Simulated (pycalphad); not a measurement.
Source of the numbers: pycalphad with the COST 507 light-alloy database (1999); pressure 1 atm. The database dates from 1999; later assessments differ in places, in temperatures and in the compounds included.

Q: How does the equilibrium phase assembly of Al-2.88Si (wt.%) change on cooling from 1850 K to 530 K?

A: 
| T (K) | phases above | phases below |
|---|---|---|
| 916.2 | liquid | fcc + liquid |
| 850.1 | fcc + liquid | diamond (Si) + fcc |
Changes were sought between steps of 40 K, so a narrower field can be missed.
